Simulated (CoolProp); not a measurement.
Values from CoolProp's reference Helmholtz-energy equation of state, Jacobsen 1992.

Question: For R11, give the phase and the expansivity (1/kK), conductivity (mW/(m K)) at 73.65 °C and 6780 kPa; 73.65 °C and 44100 kPa.

Answer: 
- 73.65 °C and 6780 kPa: liquid; expansivity 1.82, conductivity 76.7
- 73.65 °C and 44100 kPa: liquid; expansivity 1.18, conductivity 90.6

Thermal conductivity comes from a separate model (McLinden 2000), an estimate that may be off by 10 % or more.
